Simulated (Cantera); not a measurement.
Adiabatic ignition

An adiabatic, constant-pressure homogeneous reactor starts with H₂ : O₂ : N₂ = 1 : 1.56 : 10.8 (molar parts), equivalence ratio 0.32, at 1400 K and 1000000 Pa.

Computed with Cantera and the H2/O2 subset of GRI-Mech 3.0, which has no nitrogen chemistry. The hydrogen kinetics of GRI-Mech 3.0 are dated; newer H2 mechanisms differ, most at raised pressure.

```json
[
 {"t (s)": "1.00e-6", "T (K)": "1400", "x H₂": "0.0748", "x O₂": "0.117", "x H₂O₂": "3.39e-9", "x HO₂": "5.71e-7", "x H₂O": "9.71e-7", "x H": "5.04e-7", "x O": "2.01e-7"},
 {"t (s)": "2.15e-6", "T (K)": "1400", "x H₂": "0.0748", "x O₂": "0.117", "x H₂O₂": "1.11e-7", "x HO₂": "1.47e-5", "x H₂O": "3.62e-5", "x H": "1.52e-5", "x O": "6.17e-6"},
 {"t (s)": "4.64e-6", "T (K)": "1596", "x H₂": "0.0267", "x O₂": "0.0916", "x H₂O₂": "6.64e-6", "x HO₂": "0.000223", "x H₂O": "0.0421", "x H": "0.00862", "x O": "0.00580"},
 {"t (s)": "1.00e-5", "T (K)": "1907", "x H₂": "0.000490", "x O₂": "0.0813", "x H₂O₂": "7.31e-7", "x HO₂": "2.29e-5", "x H₂O": "0.0756", "x H": "0.000195", "x O": "0.00108"},
 {"t (s)": "2.15e-5", "T (K)": "1925", "x H₂": "8.63e-5", "x O₂": "0.0820", "x H₂O₂": "2.69e-7", "x HO₂": "5.01e-6", "x H₂O": "0.0770", "x H": "1.50e-5", "x O": "0.000197"},
 {"t (s)": "4.64e-5", "T (K)": "1929", "x H₂": "2.67e-5", "x O₂": "0.0822", "x H₂O₂": "1.38e-7", "x HO₂": "2.17e-6", "x H₂O": "0.0773", "x H": "2.82e-6", "x O": "6.37e-5"},
 {"t (s)": "0.000100", "T (K)": "1930", "x H₂": "1.55e-5", "x O₂": "0.0823", "x H₂O₂": "1.06e-7", "x HO₂": "1.69e-6", "x H₂O": "0.0774", "x H": "1.33e-6", "x O": "3.78e-5"},
 {"t (s)": "0.000215", "T (K)": "1930", "x H₂": "1.44e-5", "x O₂": "0.0823", "x H₂O₂": "1.03e-7", "x HO₂": "1.64e-6", "x H₂O": "0.0774", "x H": "1.20e-6", "x O": "3.51e-5"},
 {"t (s)": "0.000464", "T (K)": "1930", "x H₂": "1.44e-5", "x O₂": "0.0823", "x H₂O₂": "1.03e-7", "x HO₂": "1.64e-6", "x H₂O": "0.0774", "x H": "1.20e-6", "x O": "3.51e-5"},
 {"t (s)": "0.00100", "T (K)": "1930", "x H₂": "1.44e-5", "x O₂": "0.0823", "x H₂O₂": "1.03e-7", "x HO₂": "1.64e-6", "x H₂O": "0.0774", "x H": "1.20e-6", "x O": "3.51e-5"},
 {"t (s)": "0.00215", "T (K)": "1930", "x H₂": "1.44e-5", "x O₂": "0.0823", "x H₂O₂": "1.03e-7", "x HO₂": "1.64e-6", "x H₂O": "0.0774", "x H": "1.20e-6", "x O": "3.51e-5"},
 {"t (s)": "0.00464", "T (K)": "1930", "x H₂": "1.44e-5", "x O₂": "0.0823", "x H₂O₂": "1.03e-7", "x HO₂": "1.64e-6", "x H₂O": "0.0774", "x H": "1.20e-6", "x O": "3.51e-5"},
 {"t (s)": "0.0100", "T (K)": "1930", "x H₂": "1.44e-5", "x O₂": "0.0823", "x H₂O₂": "1.03e-7", "x HO₂": "1.64e-6", "x H₂O": "0.0774", "x H": "1.20e-6", "x O": "3.51e-5"},
 {"t (s)": "0.0215", "T (K)": "1930", "x H₂": "1.44e-5", "x O₂": "0.0823", "x H₂O₂": "1.03e-7", "x HO₂": "1.64e-6", "x H₂O": "0.0774", "x H": "1.20e-6", "x O": "3.51e-5"},
 {"t (s)": "0.0464", "T (K)": "1930", "x H₂": "1.44e-5", "x O₂": "0.0823", "x H₂O₂": "1.03e-7", "x HO₂": "1.64e-6", "x H₂O": "0.0774", "x H": "1.20e-6", "x O": "3.51e-5"},
 {"t (s)": "0.100", "T (K)": "1930", "x H₂": "1.44e-5", "x O₂": "0.0823", "x H₂O₂": "1.03e-7", "x HO₂": "1.64e-6", "x H₂O": "0.0774", "x H": "1.20e-6", "x O": "3.51e-5"}
]
```
x: mole fraction; the columns are a selection and need not sum to one.

```yaml
time_of_steepest_temperature_rise: 4.64 µs
temperature at 0.100 s: 1930 K
equilibrium_temperature: 1930 K
x(H₂) at 0.100 s: 1.44e-5 (gas-phase equilibrium 1.44e-5)
x(O₂) at 0.100 s: 0.0823 (gas-phase equilibrium 0.0823)
x(H₂O₂) at 0.100 s: 1.03e-7 (gas-phase equilibrium 1.03e-7)
```
